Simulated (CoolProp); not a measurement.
Vapour-liquid equilibrium of toluene (1) + n-dodecane (2) at 0.0101 MPa; x and y are mole fractions of (1).

Values from CoolProp's multi-fluid Helmholtz-energy mixture model, Lemmon 2006 and Lemmon 2004; pair parameters Bell 2016.

Q: Give the bubble temperature and the first vapour's composition at x = 0.275, 0.35, 0.875. Is there an azeotrope?

A: x = 0.275: 77.6 °C, y = 0.954; x = 0.35: 70.6 °C, y = 0.973; x = 0.875: 48.4 °C, y = 0.999. No azeotrope shows between x = 0.05 and 0.95.

Pair parameters are fitted to limited data, so mixtures are less certain than the pure fluids. The gap from Raoult's law changes sign with composition, which may be real or a fault of the pair parameters; it wasn't checked against measurements.
